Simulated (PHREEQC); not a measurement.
## Leach liquor: speciation

Solution (53 °C): 0.063 mol HCl, 0.012 mol MnSO4 and 0.00044 mol Na2SO4 per kg of water. Closed to the air; pH follows from the charge balance.

Model: ion-association model, phreeqc.dat, run in PHREEQC.

Each row changes one thing in this solution. This is a speciation only: nothing precipitates in the calculation.

```tsv
case	pH	ionic strength (mol/kgw)	HSO4- (mol/kgw)	SO4-2 (mol/kgw)	NaSO4- (mol/kgw)	SI of Halite (NaCl)
as made	1.35	0.0881	0.00919	0.00229	4.35e-6	-6.08
diluted 5-fold with water	2.00	0.0190	0.00127	0.00101	5.95e-7	-7.37
MnSO4 left out	1.28	0.0636	0.000369	7.14e-5	1.52e-7	-6.05
0.0016 mol/kgw HF added	1.35	0.0881	0.00919	0.00229	4.35e-6	-6.08
diluted 2-fold with water	1.63	0.0453	0.00406	0.00163	1.92e-6	-6.63
temperature from 53 to 40 °C	1.35	0.0891	0.00856	0.00287	5.18e-6	-6.07
HCl from 0.063 to 0.315 mol/kgw	0.63	0.335	0.0115	0.000825	9.76e-7	-5.48
HCl from 0.063 to 0.0126 mol/kgw	2.14	0.0410	0.00413	0.00525	1.26e-5	-6.73
diluted 100-fold with water	3.23	0.00109	1.12e-5	0.000111	4.90e-9	-9.88
```

Species that the database lacks are ignored. Away from 25 °C the constants follow the database's enthalpies or fits; those with neither stay at their 25 °C values.
